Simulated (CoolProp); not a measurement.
Properties of n-undecane at several states (Tc = 365.7 °C, pc = 1.990 MPa, ω = 0.539).

The numbers come from the reference Helmholtz-energy equation of state, Aleksandrov 2011 in CoolProp. It is a short technical equation, of lower accuracy than the large ones.

| T (°C) | p (MPa) | phase | Z | speed of sound (m/s) | expansivity (1/kK) |
|---|---|---|---|---|---|
| 143.05 | 1.29 | liquid | [?] | [?] | [?] |
| 316.45 | 0.102 | gas | 0.9728 | 174.1 | 1.876 |
| 9.95 | 0.493 | liquid | 0.04375 | 1335 | 1.024 |
| 246.05 | 0.55 | liquid | 0.03615 | 514.9 | [?] |

Task: Complete the blanks.

Result: 
- 143.05, Z: 0.09009
- 143.05, speed of sound (m/s): 850.8
- 143.05, expansivity (1/kK): 1.244
- 246.05, expansivity (1/kK): 1.977
